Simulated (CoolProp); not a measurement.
Vapour-liquid equilibrium of R1234yf (1) + R152A (2) at 219.8 K; x and y are mole fractions of (1).

Values from CoolProp's multi-fluid Helmholtz-energy mixture model, Lemmon 2022 and Outcalt 1996; pair parameters Bell 2023.

```json
[
 {"x": "0.05", "bubble pressure, mixture model (bar)": "0.2372", "bubble pressure, Raoult's law (bar)": "0.2299", "y, mixture model": "0.094", "y, Raoult's law": "0.067"},
 {"x": "0.2", "bubble pressure, mixture model (bar)": "0.2628", "bubble pressure, Raoult's law (bar)": "0.2425", "y, mixture model": "0.297", "y, Raoult's law": "0.255"},
 {"x": "0.35", "bubble pressure, mixture model (bar)": "0.2798", "bubble pressure, Raoult's law (bar)": "0.2551", "y, mixture model": "0.443", "y, Raoult's law": "0.425"},
 {"x": "0.5", "bubble pressure, mixture model (bar)": "0.2917", "bubble pressure, Raoult's law (bar)": "0.2677", "y, mixture model": "0.567", "y, Raoult's law": "0.578"},
 {"x": "0.65", "bubble pressure, mixture model (bar)": "0.3000", "bubble pressure, Raoult's law (bar)": "0.2803", "y, mixture model": "0.689", "y, Raoult's law": "0.718"},
 {"x": "0.8", "bubble pressure, mixture model (bar)": "0.3056", "bubble pressure, Raoult's law (bar)": "0.2929", "y, mixture model": "0.816", "y, Raoult's law": "0.846"},
 {"x": "0.95", "bubble pressure, mixture model (bar)": "0.3089", "bubble pressure, Raoult's law (bar)": "0.3055", "y, mixture model": "0.953", "y, Raoult's law": "0.963"}
]
```

The largest gap from Raoult's law is +9.7 % in bubble pressure, at x = 0.35. No azeotrope shows between x = 0.05 and 0.95.

The pair parameters rest on a limited set of measurements; away from them the model extrapolates.
